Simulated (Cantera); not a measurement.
A Cantera script and what it prints.

```python
import numpy as np
import cantera as ct

gas_names = """
    CL CL2 H HCL H2 N NH NH2 NH3 N2 N2H2 N2H4 Si SiCL SiCL2 SiCL3 SiCL4 SiH SiHCL3 SiH2 SiH2CL2 SiH3
    SiH3CL SiH4 SiN Si2 Si2N Si3
""".split()
cond_names = """
    NH4CL(a) NH4CL(b) Si(cr) Si(L) Si3N4(a)
""".split()


# ... load() reads the species with a 1 bar reference pressure and builds the phases ...
atoms = {
    'SiCl4': {'Si': 1, 'CL': 4},
    'N2': {'N': 2},
    'H2': {'H': 2},
}
top_T = {'Si3N4(a)': 2400}  # K; cautious upper limits of use, not melting points


# ... equilibrate(T, P, feed) seeds the gas with the atoms and calls Mixture.equilibrate('TP', solver="vcs", rtol=1e-11, max_steps=5000) ...
results = []
feed = {'SiCl4': 1, 'N2': 25, 'H2': 2}  # mol
P = 11  # Pa
for T in [900, 1000, 1100, 1200, 1300, 1400, 1500, 1600, 1700, 1800, 1900, 2000]:
    mix = equilibrate(T, P, feed)
    results.append((T, P, feed, dict(zip(mix.species_names, mix.species_moles))))

top = {s: max(r[3][s] / sum(r[3][g] for g in gas_names) for r in results) for s in gas_names}
cols = sorted((s for s in top if top[s] > 1e-05), key=lambda s: -top[s])[:5]
seen = [c for c in cond_names if any(r[3].get(c, 0) > 1e-12 for r in results)]
print("log10 of partial pressures in bar; condensed amounts in mol")
print(f"{'T/K':>10s}" + "".join(f"{s[:9]:>10s}" for s in cols + seen))
for T, P, feed, n in results:
    ng = sum(n[g] for g in gas_names)
    print(f"{T:10.4g}" + "".join(f"{np.log10(max(n[s] / ng * P / 1e5, 1e-99)):10.3f}" for s in cols)
          + "".join(f"{n.get(c, 0):10.4g}" for c in seen))
```

Output:

```
log10 of partial pressures in bar; condensed amounts in mol
       T/K        N2       HCL        CL        H2     SiCL2  Si3N4(a)
       900    -4.020    -4.937   -12.031    -5.697    -9.999    0.2474
      1000    -4.021    -4.923   -10.727    -5.742    -8.384    0.2553
      1100    -4.021    -4.915    -9.666    -5.769    -7.083    0.2554
      1200    -4.022    -4.931    -8.834    -5.728    -6.110    0.2151
      1300    -4.023    -5.021    -8.281    -5.540    -5.597   0.09388
      1400    -4.023    -5.125    -7.815    -5.416    -5.430         0
      1500    -4.023    -5.125    -7.264    -5.418    -5.426         0
      1600    -4.024    -5.130    -6.787    -5.419    -5.426         0
      1700    -4.025    -5.140    -6.370    -5.422    -5.433         0
      1800    -4.028    -5.150    -5.992    -5.440    -5.467         0
      1900    -4.034    -5.159    -5.636    -5.492    -5.571         0
      2000    -4.046    -5.195    -5.326    -5.572    -5.813         0
```

These are equilibrium values from Cantera (NASA tables, ideal gas, pure condensed phases), not measurements of a reactor. N2 is the only nitrogen source here; it is nearly inert below about 1500 K, so the nitride shown seldom forms there in practice. The tables' values for SiCl, SiCl3, SiN are old estimates; treat these amounts as uncertain.
